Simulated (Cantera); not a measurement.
**Thermodynamics of silicon carbide growth, feed (CH3)2SiCl2 + CH4 + H2**

Charge: 1 mol (CH3)2SiCl2, 1.4 mol CH4, 1.2 mol H2, held at 113 Torr.

Equilibrium computed with Cantera from the NASA thermochemical tables; the gas is ideal and each condensed phase is pure. Candidate condensed phases: C, C6H6, C7H8, C8H18, Si, SiC; 109 gas species. The feed counts by its element totals alone. The tables' values for SiCl, SiCl3 are old estimates; treat these amounts as uncertain. Gases not in the tables: Si2H6 and higher silanes. Rates play no part.

| T (K) | x H2 | x HCl | x H | x SiCl2 | x Cl | x C2H2 (acetylene) | x Si | x SiCl | n C(graphite) | n SiC(s) |
|---|---|---|---|---|---|---|---|---|---|---|
| 2150 | 0.753 | 0.221 | 0.00945 | 0.0121 | 0.00203 | 0.00146 | 0.000137 | 0.000206 | 2.48 | 0.898 |
| 2200 | 0.751 | 0.218 | 0.0126 | 0.0131 | 0.00267 | 0.00192 | 0.000264 | 0.000318 | 2.48 | 0.887 |
| 2250 | 0.747 | 0.215 | 0.0166 | 0.0141 | 0.00345 | 0.00250 | 0.000492 | 0.000481 | 2.48 | 0.875 |
| 2300 | 0.743 | 0.211 | 0.0215 | 0.0151 | 0.00440 | 0.00321 | 0.000892 | 0.000713 | 2.48 | 0.860 |
| 2350 | 0.737 | 0.206 | 0.0276 | 0.0159 | 0.00555 | 0.00407 | 0.00158 | 0.00104 | 2.49 | 0.841 |
| 2400 | 0.729 | 0.201 | 0.0351 | 0.0167 | 0.00691 | 0.00508 | 0.00272 | 0.00148 | 2.49 | 0.815 |
| 2450 | 0.719 | 0.196 | 0.0440 | 0.0174 | 0.00851 | 0.00627 | 0.00459 | 0.00207 | 2.50 | 0.777 |
| 2500 | 0.706 | 0.189 | 0.0545 | 0.0179 | 0.0103 | 0.00763 | 0.00758 | 0.00285 | 2.51 | 0.719 |
x: gas mole fraction; n: condensed amount in mol.

From 2150 K to 2500 K the condensed part is C(graphite) + SiC(s). The main Si-bearing gas is SiCl2 throughout. The share of Si in condensed phases is highest at 2150 K (89.8 %) and lowest at 2500 K (71.9 %).
